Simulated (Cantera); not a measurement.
Feed: 1 mol Cu, 0.044 mol CO2, 29 mol N2, held at 8250 Torr.

Method: chemical equilibrium by Gibbs-energy minimisation in Cantera with the NASA 1993 tables (ideal gas, pure condensed phases). Candidate condensed phases: C, Cu, CuO, Cu2O; 27 gas species. Kinetics and transport are ignored. All values below are at 2000 K.

Base state: N2 0.998, CO2 0.00139, Cu 0.000391, CO 0.000125, NO 8.36e-5, O2 1.98e-5 (mole fractions); condensed: Cu(l).

**Question.** What changes in the equilibrium state with this change: CO2 from 0.044 to 13 mol?

**Answer.** 
```
species         before     after
------------  --------  --------
N2               0.998     0.689
CO2            0.00139     0.306
CO            0.000125   0.00333
Cu            0.000391  0.000391
O2             1.98e-5   0.00134
NO             8.36e-5  0.000572
Cu(l), mol       0.989     0.979
Cu2O(l), mol         0   0.00233
```
Each liquid is taken as pure. Mutual solubility and eutectic melting of coexisting phases are not modelled.
